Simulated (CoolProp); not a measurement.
A closed Brayton cycle with carbon dioxide: compressor inlet 323.15 K and 9.9 MPa, high pressure 28.1 MPa, turbine inlet 710 K, compressor efficiency 0.8, turbine efficiency 0.9, recuperator effectiveness 0.8 (on enthalpy, no pinch check). Each further row changes one setting.

Model: reference Helmholtz-energy equation of state, Span 1996, in CoolProp.

| case | thermal efficiency (%) | net work (kJ/kg) | compressor to turbine work | compressor exit (K) | turbine exit (K) |
|---|---|---|---|---|---|
| as stated | 26.0 | 67.7 | 0.41 | 391.6 | 594.7 |
| turbine inlet 660 K | 24.0 | 57.4 | 0.45 | 391.6 | 548.9 |
| compressor inlet 333.15 K | 24.0 | 56.9 | 0.50 | 418.1 | 594.7 |
| high pressure 23.9 MPa | 24.8 | 60.8 | 0.38 | 380.6 | 612.2 |
| recuperator effectiveness 0.5 | 20.3 | 67.7 | 0.41 | 391.6 | 594.7 |
